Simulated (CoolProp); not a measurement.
Vapour-liquid equilibrium of ethylene (1) + ethane (2) at 0.14 bar; x and y are mole fractions of (1).

The numbers come from the multi-fluid Helmholtz-energy mixture model, Smukala 2000 and Bücker 2006; pair parameters Bell 2016 in CoolProp.

```json
[
 {"x": "0.05", "bubble temperature, mixture model (K)": "153.1", "bubble temperature, Raoult's law (K)": "153.5", "y, mixture model": "0.150", "y, Raoult's law": "0.127"},
 {"x": "0.2", "bubble temperature, mixture model (K)": "…", "bubble temperature, Raoult's law (K)": "150.7", "y, mixture model": "…", "y, Raoult's law": "0.414"},
 {"x": "0.35", "bubble temperature, mixture model (K)": "147.9", "bubble temperature, Raoult's law (K)": "148.5", "y, mixture model": "0.611", "y, Raoult's law": "0.608"},
 {"x": "0.5", "bubble temperature, mixture model (K)": "…", "bubble temperature, Raoult's law (K)": "146.6", "y, mixture model": "0.736", "y, Raoult's law": "0.745"},
 {"x": "0.65", "bubble temperature, mixture model (K)": "144.8", "bubble temperature, Raoult's law (K)": "144.9", "y, mixture model": "…", "y, Raoult's law": "0.846"},
 {"x": "0.8", "bubble temperature, mixture model (K)": "143.4", "bubble temperature, Raoult's law (K)": "143.5", "y, mixture model": "…", "y, Raoult's law": "0.923"},
 {"x": "0.95", "bubble temperature, mixture model (K)": "142.2", "bubble temperature, Raoult's law (K)": "142.3", "y, mixture model": "0.981", "y, Raoult's law": "0.983"}
]
```

Problem. Complete the blanks.

Solution. 
- 0.2, bubble temperature, mixture model (K): 150.0
- 0.2, y, mixture model: 0.438
- 0.5, bubble temperature, mixture model (K): 146.2
- 0.65, y, mixture model: 0.834
- 0.8, y, mixture model: 0.915

The largest gap from Raoult's law is -0.7 K in bubble temperature, at x = 0.2. No azeotrope shows between x = 0.05 and 0.95.

The pair parameters rest on a limited set of measurements; away from them the model extrapolates.
